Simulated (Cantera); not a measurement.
Cantera run, input and output.

```python
import numpy as np
import cantera as ct

gas = ct.Solution("gri30.yaml")


def delay(T, t_max=10):
    gas.TPX = T, 101325, {'CH4': 1, 'H2': 0.28, 'O2': 1.13, 'N2': 4.23}
    reactor = ct.IdealGasConstPressureReactor(gas, clone=False)
    net = ct.ReactorNet([reactor])
    net.rtol, net.atol = 1e-8, 1e-16
    while net.time < t_max:
        t_old, T_old = net.time, reactor.T
        net.step()
        if reactor.T > T + 400:  # ignition: a rise of 400 K
            return t_old + (T + 400 - T_old) / (reactor.T - T_old) * (net.time - t_old)
    return np.nan


taus = []
for T in [923, 998, 1073, 1148, 1223, 1298, 1373, 1448, 1523]:
    taus.append(delay(T))
    print(f"T0 = {T:6g} K   tau = {taus[-1]:.4e} s")
```

Result:

```
T0 =    923 K   tau = 1.7666e-01 s
T0 =    998 K   tau = 6.1196e-02 s
T0 =   1073 K   tau = 2.8367e-02 s
T0 =   1148 K   tau = 1.3439e-02 s
T0 =   1223 K   tau = 6.4044e-03 s
T0 =   1298 K   tau = 3.1041e-03 s
T0 =   1373 K   tau = 1.5497e-03 s
T0 =   1448 K   tau = 8.0772e-04 s
T0 =   1523 K   tau = 4.4445e-04 s
```

Detailed kinetics in Cantera: GRI-Mech 3.0 (53 species, 325 reactions). Below about 1000 K GRI-Mech 3.0 lacks low-temperature oxidation paths. Below about 950 K walls govern HO2 and H2O2 in real vessels.
